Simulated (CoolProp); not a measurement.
Vapour-liquid equilibrium of isobutane (1) + isobutene (2) at 214.7 K; x and y are mole fractions of (1).

Model: multi-fluid Helmholtz-energy mixture model, Bücker 2006 and Lemmon 2005; pair parameters Bell 2016, in CoolProp.

```json
[
 {"x": "0.05", "bubble pressure, mixture model (MPa)": "0.007817", "bubble pressure, Raoult's law (MPa)": "0.007765", "y, mixture model": "0.071", "y, Raoult's law": "0.066"},
 {"x": "0.2", "bubble pressure, mixture model (MPa)": "0.008312", "bubble pressure, Raoult's law (MPa)": "0.008151", "y, mixture model": "0.261", "y, Raoult's law": "0.250"},
 {"x": "0.35", "bubble pressure, mixture model (MPa)": "0.008750", "bubble pressure, Raoult's law (MPa)": "0.008536", "y, mixture model": "0.425", "y, Raoult's law": "0.418"},
 {"x": "0.5", "bubble pressure, mixture model (MPa)": "0.009141", "bubble pressure, Raoult's law (MPa)": "0.008922", "y, mixture model": "0.571", "y, Raoult's law": "0.572"},
 {"x": "0.65", "bubble pressure, mixture model (MPa)": "0.009496", "bubble pressure, Raoult's law (MPa)": "0.009307", "y, mixture model": "0.706", "y, Raoult's law": "0.713"},
 {"x": "0.8", "bubble pressure, mixture model (MPa)": "0.009818", "bubble pressure, Raoult's law (MPa)": "0.009692", "y, mixture model": "0.834", "y, Raoult's law": "0.842"},
 {"x": "0.95", "bubble pressure, mixture model (MPa)": "0.01011", "bubble pressure, Raoult's law (MPa)": "0.01008", "y, mixture model": "0.959", "y, Raoult's law": "0.962"}
]
```

The largest gap from Raoult's law is +2.5 % in bubble pressure, at x = 0.35. No azeotrope shows between x = 0.05 and 0.95.

The pair parameters rest on a limited set of measurements; away from them the model extrapolates.
